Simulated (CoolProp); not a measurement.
100 sccm (0 °C, 1 atm) of nitrogen bubbles through liquid n-perfluorohexane at 301.8 K and leaves saturated at a total pressure of 0.15 MPa (ideal gas phase). Each further row changes one setting.

Computed with CoolProp (reference Helmholtz-energy equation of state, Gao 2022).

| case | vapour pressure (kPa) | mole fraction of vapour | delivery (mg/min) | delivery (sccm) | change of delivery for a bath 1 K warmer (%) |
|---|---|---|---|---|---|
| as stated | 34.4 | 0.229 | [?] | 29.8 | [?] |
| bath temperature 306.8 K | 42.4 | 0.283 | 594 | [?] | 5.9 |
| total pressure 0.3 MPa | 34.4 | [?] | 195 | [?] | 4.9 |

Fill in the missing entries.


- as stated, delivery (mg/min): 449
- as stated, change of delivery for a bath 1 K warmer (%): 5.7
- bath temperature 306.8 K, delivery (sccm): 39.4
- total pressure 0.3 MPa, mole fraction of vapour: 0.115
- total pressure 0.3 MPa, delivery (sccm): 13.0
